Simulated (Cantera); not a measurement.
Input (Python, Cantera):

```python
import numpy as np
import cantera as ct

gas = ct.Solution("SiF4_NH3_mec.yaml", "gas")
gas.TPX = 2373, 88000, {'NH3': 1, 'H2': 5.5}
reactor = ct.IdealGasConstPressureReactor(gas, energy="off", clone=False)
net = ct.ReactorNet([reactor])
net.rtol, net.atol = 1e-08, 1e-18
show = ['NH3', 'H2', 'N', 'N2H2', 'N2H4']
times = np.geomspace(0.0005, 200, 14)

steps = ct.SolutionArray(gas, extra=["t"])
rows = []
print(f"{'t/s':>10s}{'T/K':>9s}{'P/Pa':>11s}" + "".join(f"{s:>11s}" for s in show))
for t in times:
    while net.time < t:
        t_next = net.step()
        steps.append(gas.state, t=t_next)
    rows.append([np.interp(t, steps.t, y) for y in (steps.T, steps.P, *steps(*show).X.T)])
    print(f"{t:10.3e}{rows[-1][0]:9.1f}{rows[-1][1]:11.4g}" + "".join(f"{x:11.3e}" for x in rows[-1][2:]))
rate = np.gradient(steps.T, steps.t)
print("integrator steps:", len(steps.t))
if steps.T.max() > steps.T[0] + 200:
    print(f"time of steepest temperature rise: {steps.t[rate.argmax()]:.4e} s")
gas.TPX = 2373, 88000, {'NH3': 1, 'H2': 5.5}
gas.equilibrate("TP")
print(f"equilibrium (TP): T = {gas.T:.1f} K  " + "  ".join(f"{s} {gas[s].X[0]:.3e}" for s in show))
```

It prints:

```
       t/s      T/K       P/Pa        NH3         H2          N       N2H2       N2H4
 5.000e-04   2373.0    8.8e+04  1.139e-01  8.652e-01  1.090e-05  2.455e-06  5.206e-08
 1.349e-03   2373.0    8.8e+04  6.717e-02  8.912e-01  1.119e-05  1.383e-06  2.573e-08
 3.638e-03   2373.0    8.8e+04  1.556e-02  9.183e-01  1.207e-05  3.007e-07  3.748e-09
 9.812e-03   2373.0    8.8e+04  4.662e-04  9.196e-01  4.097e-06  2.525e-09  1.665e-11
 2.647e-02   2373.0    8.8e+04  7.330e-05  9.194e-01  7.064e-07  6.896e-11  4.374e-13
 7.139e-02   2373.0    8.8e+04  2.228e-05  9.194e-01  2.150e-07  7.372e-12  4.045e-14
 1.925e-01   2373.0    8.8e+04  7.951e-06  9.194e-01  7.673e-08  1.893e-12  5.153e-15
 5.194e-01   2373.0    8.8e+04  3.444e-06  9.194e-01  3.324e-08  1.244e-12  9.691e-16
 1.401e+00   2373.0    8.8e+04  2.440e-06  9.194e-01  2.355e-08  1.169e-12  4.878e-16
 3.778e+00   2373.0    8.8e+04  2.395e-06  9.194e-01  2.311e-08  1.166e-12  4.699e-16
 1.019e+01   2373.0    8.8e+04  2.395e-06  9.194e-01  2.311e-08  1.166e-12  4.699e-16
 2.749e+01   2373.0    8.8e+04  2.395e-06  9.194e-01  2.311e-08  1.166e-12  4.699e-16
 7.415e+01   2373.0    8.8e+04  2.395e-06  9.194e-01  2.311e-08  1.166e-12  4.699e-16
 2.000e+02   2373.0    8.8e+04  2.395e-06  9.194e-01  2.311e-08  1.166e-12  4.699e-16
integrator steps: 1442
equilibrium (TP): T = 2373.0 K  NH3 2.395e-06  H2 9.194e-01  N 2.311e-08  N2H2 1.166e-12  N2H4 4.699e-16
```

Cantera simulation using the gas-phase N/H chemistry of the illustrative SiF4/NH3 mechanism in the Surface Chemkin manual (1991); the numbers are that mechanism's predictions, not measurements. Walls and surfaces, which speed up NH3 decomposition in real reactors, are not modelled.
